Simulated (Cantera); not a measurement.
A closed system holds: 1 mol SiC, 0.33 mol Si, 0.73 mol H2, held at 1400 K and 70.0 mbar.

Cantera equilibrium calculation (NASA polynomials, part measured and part estimated; ideal gas, pure solids and liquids). Candidate condensed phases: C, C6H6, C7H8, C8H18, Si, SiC; 87 gas species. Mutual solubility and eutectic melting of coexisting phases are not modelled. The numbers say what is thermodynamically allowed, not how fast it happens.

What is the equilibrium state?


- x(H2) = 1.000
- x(H) = 1.84e-5
- x(CH4) = 1.45e-6
- n(Si(s)) = 0.330 mol
- n(SiC(s)) = 1.000 mol
- gas amount = 0.7300 mol
- log10 activity of C(graphite) (absent) = -2.32
